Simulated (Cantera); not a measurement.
A closed system holds: 1 mol CH₂F₂, 16 mol H₂, at 2573.15 K.

Equilibrium computed with Cantera from the NASA thermochemical tables; the gas is ideal and each condensed phase is pure. Candidate condensed phases: C, C₆H₆, C₇H₈, C₈H₁₈; 95 gas species. Equilibrium is a limit: real reactors are often held back by kinetics, nucleation or transport.

Question: Which condensed phases are stable at each of these points (P (Pa)): 1, 4.20, 18, 75, 320, 1300, 5600, 24000, 100000?

Answer: 
| P (Pa) | condensed phases | C condensed (%) |
|---|---|---|
| 1 | gas only | 0.0 |
| 4.20 | gas only | 0.0 |
| 18 | gas only | 0.0 |
| 75 | C(graphite) | 55.6 |
| 320 | C(graphite) | 61.3 |
| 1300 | C(graphite) | 58.6 |
| 5600 | C(graphite) | 56.1 |
| 24000 | C(graphite) | 54.6 |
| 100000 | C(graphite) | 53.7 |

From 0.00750 Torr to 0.135 Torr nothing is condensed. From 0.563 Torr to 750 Torr the condensed part is C(graphite).
